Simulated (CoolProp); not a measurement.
A Linde-Hampson liquefier for dry air: isothermal reversible compression at 230 K from 1 atm to 30 MPa, throttling to 1 atm, return gas leaving the recuperator 0 K below the feed. Each further row changes one setting.

Model: reference Helmholtz-energy equation of state, Lemmon 2000, in CoolProp. It is a pseudo-pure fit of the blend.

```csv
case,liquid yield per pass,compression work (kJ/kg of gas)
as stated,0.203,363
high pressure 60 MPa,?,?
warm-end temperature 260 K,0.148,?
warm-end gap 5 K,?,363
```

### Question
What belongs in the gaps?

### Answer

- high pressure 60 MPa, liquid yield per pass: 0.195
- high pressure 60 MPa, compression work (kJ/kg of gas): 420
- warm-end temperature 260 K, compression work (kJ/kg of gas): 419
- warm-end gap 5 K, liquid yield per pass: 0.192
